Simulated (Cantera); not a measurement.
Feed: 1 mol SiCl4, 0.79 mol HCl, 140 mol H2, equilibrated at 0.100 bar.

Method: chemical equilibrium by Gibbs-energy minimisation in Cantera with the NASA 1993 tables (ideal gas, pure condensed phases). Candidate condensed phases: Si; 19 gas species. The tables' values for SiCl, SiCl3 are old estimates; treat these amounts as uncertain. Gases not in the tables: Si2H6 and higher silanes. Equilibrium is a limit: real reactors are often held back by kinetics, nucleation or transport.

x: gas mole fraction; n: condensed amount in mol.

```json
[
 {"T (K)": "1550", "x H2": "0.969", "x HCl": "0.0280", "x H": "9.80e-5", "x SiCl2": "0.00269", "x Si": "?", "x SiH": "2.72e-7", "n Si(s)": "0.606", "n Si(l)": "0"},
 {"T (K)": "1625", "x H2": "0.969", "x HCl": "0.0278", "x H": "0.000220", "x SiCl2": "0.00280", "x Si": "?", "x SiH": "1.01e-6", "n Si(s)": "0.593", "n Si(l)": "0"},
 {"T (K)": "1700", "x H2": "0.969", "x HCl": "0.0277", "x H": "0.000459", "x SiCl2": "0.00285", "x Si": "?", "x SiH": "3.27e-6", "n Si(s)": "0", "n Si(l)": "0.585"},
 {"T (K)": "1775", "x H2": "0.968", "x HCl": "0.0282", "x H": "0.000901", "x SiCl2": "0.00263", "x Si": "?", "x SiH": "8.38e-6", "n Si(s)": "0", "n Si(l)": "0.611"},
 {"T (K)": "1850", "x H2": "0.967", "x HCl": "0.0285", "x H": "0.00168", "x SiCl2": "0.00243", "x Si": "?", "x SiH": "1.99e-5", "n Si(s)": "0", "n Si(l)": "0.627"},
 {"T (K)": "1925", "x H2": "0.966", "x HCl": "0.0288", "x H": "0.00297", "x SiCl2": "0.00226", "x Si": "?", "x SiH": "4.40e-5", "n Si(s)": "0", "n Si(l)": "0.625"},
 {"T (K)": "2000", "x H2": "0.963", "x HCl": "0.0290", "x H": "0.00505", "x SiCl2": "0.00209", "x Si": "?", "x SiH": "9.17e-5", "n Si(s)": "0", "n Si(l)": "0.590"},
 {"T (K)": "2075", "x H2": "0.959", "x HCl": "0.0291", "x H": "0.00825", "x SiCl2": "0.00194", "x Si": "?", "x SiH": "0.000181", "n Si(s)": "0", "n Si(l)": "0.493"},
 {"T (K)": "2150", "x H2": "0.953", "x HCl": "0.0290", "x H": "0.0130", "x SiCl2": "0.00180", "x Si": "?", "x SiH": "0.000339", "n Si(s)": "0", "n Si(l)": "0.278"}
]
```

Task: Fill in the missing entries.

Result: 
- 1550, x Si: 3.32e-7
- 1625, x Si: 1.63e-6
- 1700, x Si: 6.79e-6
- 1775, x Si: 2.20e-5
- 1850, x Si: 6.45e-5
- 1925, x Si: 0.000174
- 2000, x Si: 0.000435
- 2075, x Si: 0.00102
- 2150, x Si: 0.00224
